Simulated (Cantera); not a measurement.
Feed: 1 mol Mg(OH)₂, a varied amount of C, 0.057 mol H₂, at 1350 °C and 0.133 bar.

These are equilibrium values from Cantera (NASA tables, ideal gas, pure condensed phases), not measurements of a reactor. Candidate condensed phases: C, C₆H₆, C₇H₈, C₈H₁₈, H₂O, Mg, MgCO₃, MgO, Mg(OH)₂; 116 gas species. Kinetics and transport are ignored.

x: gas mole fraction; n: condensed amount in mol.

```json
[
 {"n(C) (mol)": "0.011", "x H₂O": "0.918", "x H₂": "0.0719", "x CO": "0.00201", "x CO₂": "0.00828", "x H": "5.09e-5", "x OH": "2.72e-5", "x Mg(OH)₂": "8.59e-7", "n MgO(s)": "1.000"},
 {"n(C) (mol)": "0.015", "x H₂O": "0.908", "x H₂": "0.0782", "x CO": "0.00295", "x CO₂": "0.0110", "x H": "5.30e-5", "x OH": "2.58e-5", "x Mg(OH)₂": "8.49e-7", "n MgO(s)": "1.000"},
 {"n(C) (mol)": "0.022", "x H₂O": "0.891", "x H₂": "0.0888", "x CO": "0.00481", "x CO₂": "0.0156", "x H": "5.65e-5", "x OH": "2.37e-5", "x Mg(OH)₂": "8.34e-7", "n MgO(s)": "1.000"},
 {"n(C) (mol)": "0.031", "x H₂O": "0.870", "x H₂": "…", "x CO": "…", "x CO₂": "…", "x H": "6.05e-5", "x OH": "…", "x Mg(OH)₂": "8.14e-7", "n MgO(s)": "1.000"},
 {"n(C) (mol)": "0.045", "x H₂O": "0.838", "x H₂": "0.121", "x CO": "0.0126", "x CO₂": "0.0282", "x H": "6.59e-5", "x OH": "1.92e-5", "x Mg(OH)₂": "7.84e-7", "n MgO(s)": "1.000"},
 {"n(C) (mol)": "0.064", "x H₂O": "0.798", "x H₂": "0.144", "x CO": "0.0205", "x CO₂": "0.0366", "x H": "7.21e-5", "x OH": "1.67e-5", "x Mg(OH)₂": "7.47e-7", "n MgO(s)": "1.000"},
 {"n(C) (mol)": "0.091", "x H₂O": "0.746", "x H₂": "…", "x CO": "…", "x CO₂": "…", "x H": "…", "x OH": "…", "x Mg(OH)₂": "6.98e-7", "n MgO(s)": "1.000"},
 {"n(C) (mol)": "0.13", "x H₂O": "0.677", "x H₂": "0.213", "x CO": "0.0541", "x CO₂": "0.0555", "x H": "8.75e-5", "x OH": "1.17e-5", "x Mg(OH)₂": "6.34e-7", "n MgO(s)": "1.000"},
 {"n(C) (mol)": "0.19", "x H₂O": "0.586", "x H₂": "0.262", "x CO": "0.0885", "x CO₂": "0.0638", "x H": "9.70e-5", "x OH": "9.09e-6", "x Mg(OH)₂": "5.48e-7", "n MgO(s)": "1.000"},
 {"n(C) (mol)": "0.27", "x H₂O": "0.483", "x H₂": "0.314", "x CO": "0.136", "x CO₂": "0.0674", "x H": "0.000106", "x OH": "6.84e-6", "x Mg(OH)₂": "4.52e-7", "n MgO(s)": "1.000"},
 {"n(C) (mol)": "0.38", "x H₂O": "0.367", "x H₂": "0.368", "x CO": "0.200", "x CO₂": "0.0643", "x H": "0.000115", "x OH": "4.80e-6", "x Mg(OH)₂": "3.44e-7", "n MgO(s)": "1.000"},
 {"n(C) (mol)": "0.55", "x H₂O": "0.230", "x H₂": "0.428", "x CO": "0.292", "x CO₂": "0.0504", "x H": "0.000124", "x OH": "2.79e-6", "x Mg(OH)₂": "2.15e-7", "n MgO(s)": "1.000"},
 {"n(C) (mol)": "0.79", "x H₂O": "0.0895", "x H₂": "0.483", "x CO": "0.404", "x CO₂": "0.0241", "x H": "0.000132", "x OH": "1.02e-6", "x Mg(OH)₂": "8.38e-8", "n MgO(s)": "1.000"}
]
```

Question: Complete the blanks.

Answer: 
- 0.091, x H₂: 0.175
- 0.091, x CO: 0.0334
- 0.091, x CO₂: 0.0459
- 0.091, x H: 7.93e-5
- 0.091, x OH: 1.42e-5
- 0.031, x H₂: 0.102
- 0.031, x CO: 0.00759
- 0.031, x CO₂: 0.0209
- 0.031, x OH: 2.16e-5
